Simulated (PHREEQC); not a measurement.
Make-up at 70 °C: 0.0485 mol NaHCO3, 0.000385 mol NaF and 0.0055 mol KCl per kg of water. Closed to the air; pH follows from the charge balance.

Computed with PHREEQC (ion-association model, phreeqc.dat).

```yaml
pH: 7.75
ionic_strength: 0.0531 mol/kgw
specific_conductance: 9970 µS/cm
density: 0.981 g/cm³
total_alkalinity: 48.5 meq/kg
```

```csv
species,molality,activity,log γ
Na+,0.0473,0.0381,-0.093
HCO3-,0.0452,0.0367,-0.091
Cl-,0.00550,0.00437,-0.099
K+,0.00550,0.00436,-0.100
CO2,0.00133,0.00135,0.005
NaCO3-,0.000967,0.000776,-0.096
NaHCO3,0.000623,0.000631,0.005
F-,0.000378,0.000300,-0.101
CO3-2,0.000351,0.000152,-0.363
OH-,1.13e-5,8.97e-6,-0.101
NaF,6.50e-6,6.58e-6,0.005
(CO2)2,1.04e-7,1.05e-7,0.005
H+,2.14e-8,1.80e-8,-0.076
HF,1.92e-8,1.94e-8,0.005
```

No solid was allowed to form. Away from 25 °C the constants follow the database's enthalpies or fits; those with neither stay at their 25 °C values.
